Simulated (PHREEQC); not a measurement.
Solution (25 °C): 0.016 mol MnCl2 and 0.0023 mol CsOH per kg of water. Closed to the air; pH follows from the charge balance.

Model: ion-association model, wateq4f.dat, run in PHREEQC.

**Question.** The ionic strength comes out as 0.0443 mol/kgw. What activity coefficients do OH-, MnOH+, Mn+2, MnCl+, Cl- get?

**Answer.** OH- 0.82, MnOH+ 0.83, Mn+2 0.50, MnCl+ 0.83, Cl- 0.82.

No solid was allowed to form. Saturation is exceeded, for instance for Pyrochroite; the values hold only as long as no solid forms.
